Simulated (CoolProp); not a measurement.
A closed Brayton cycle with carbon dioxide: compressor inlet 307.15 K and 8.6 MPa, high pressure 16 MPa, turbine inlet 900 K, compressor efficiency 0.89, turbine efficiency 0.93, recuperator effectiveness 0 (on enthalpy, no pinch check). Each further row changes one setting.

Values from CoolProp's reference Helmholtz-energy equation of state, Span 1996.

```json
[
 {"case": "as stated", "thermal efficiency (%)": "(withheld)", "net work (kJ/kg)": "83.2", "compressor to turbine work": "0.13", "compressor exit (K)": "323.5", "turbine exit (K)": "818.0"},
 {"case": "turbine inlet 850 K", "thermal efficiency (%)": "10.2", "net work (kJ/kg)": "77.5", "compressor to turbine work": "0.13", "compressor exit (K)": "323.5", "turbine exit (K)": "771.0"},
 {"case": "compressor inlet 317.15 K", "thermal efficiency (%)": "10.2", "net work (kJ/kg)": "(withheld)", "compressor to turbine work": "0.24", "compressor exit (K)": "(withheld)", "turbine exit (K)": "818.0"},
 {"case": "high pressure 13.6 MPa", "thermal efficiency (%)": "(withheld)", "net work (kJ/kg)": "62.9", "compressor to turbine work": "(withheld)", "compressor exit (K)": "319.0", "turbine exit (K)": "(withheld)"},
 {"case": "recuperator effectiveness 0.5", "thermal efficiency (%)": "16.1", "net work (kJ/kg)": "83.2", "compressor to turbine work": "0.13", "compressor exit (K)": "323.5", "turbine exit (K)": "818.0"}
]
```

Q: Fill in the missing entries.

A: 
- as stated, thermal efficiency (%): 10.1
- compressor inlet 317.15 K, net work (kJ/kg): 72.6
- compressor inlet 317.15 K, compressor exit (K): 360.3
- high pressure 13.6 MPa, thermal efficiency (%): 7.6
- high pressure 13.6 MPa, compressor to turbine work: 0.12
- high pressure 13.6 MPa, turbine exit (K): 839.1
